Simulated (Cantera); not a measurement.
Charge: 1 mol Ti, 0.21 mol C₃H₈, 290 mol H₂, equilibrated at 2125 K.

Method: chemical equilibrium by Gibbs-energy minimisation in Cantera with the NASA 1993 tables (ideal gas, pure condensed phases). Candidate condensed phases: C, C₆H₆, C₇H₈, C₈H₁₈, Ti, TiC; 77 gas species. Mutual solubility and eutectic melting of coexisting phases are not modelled. TiC: taken at fixed stoichiometry. Condensed phases not in the tables: N, O or C dissolved in the metal. The numbers say what is thermodynamically allowed, not how fast it happens.

Q: What share of the Ti ends up in condensed phases as a function of P (Pa), at 10, 37, 140, 520, 1900, 7200, 27000, 100000?

A: 
```csv
P (Pa),Ti condensed (%),as
10,62.6,TiC(s)
37,63.0,TiC(s)
140,63.0,TiC(s)
520,63.0,TiC(s)
1900,63.0,TiC(s)
7200,81.1,Ti(l) + TiC(s)
27000,95.0,Ti(l) + TiC(s)
100000,98.6,Ti(l) + TiC(s)
```
